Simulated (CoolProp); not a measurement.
Aqueous ethanol as a coolant, at 29 °C, 1 atm.

Computed with CoolProp (Melinder's fits for secondary coolants).

```tsv
mass %	freezing point (°C)	cp (kJ/(kg K))	viscosity (mPa s)	conductivity (W/(m K))	density (kg/m³)
4	-1.6	4.205	0.951	0.583	988.4
10.7	-4.8	4.281	1.21	0.535	978.0
17.3	-9.0	4.318	[?]	0.491	968.6
23.9	-14.5	4.299	1.75	0.451	958.7
30.6	-20.7	4.227	1.94	0.413	947.3
37.2	-27.0	[?]	2.05	[?]	934.5
43.8	[?]	4.006	2.09	0.347	920.4
```

Problem. Complete the blanks.

Solution. 
- 17.3, viscosity (mPa s): 1.49
- 37.2, cp (kJ/(kg K)): 4.124
- 37.2, conductivity (W/(m K)): 0.379
- 43.8, freezing point (°C): -32.8
